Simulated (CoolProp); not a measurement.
The fluid at 286.51 K and 7.03 MPa (liquid) is heated at constant pressure to 393 K. The same conditions are run with several fluids, on thermodynamics alone (safety and materials aside).

Values from CoolProp's reference Helmholtz-energy equation of state of each fluid (carbon dioxide: Span 1996; dimethyl ether: Wu 2011; n-nonane: Lemmon 2006; R1224YDZ: Akasaka 2023; R11: Jacobsen 1992).

```
fluid           heat (kJ/kg)  final phase  final density (kg/m³)
--------------  ------------  -----------  ---------------------
carbon dioxide           321          gas                    110
dimethyl ether           288       liquid                    473
n-nonane                 251       liquid                    647
R1224YDZ                 129       liquid                   1100
R11                     97.2       liquid                   1250
```
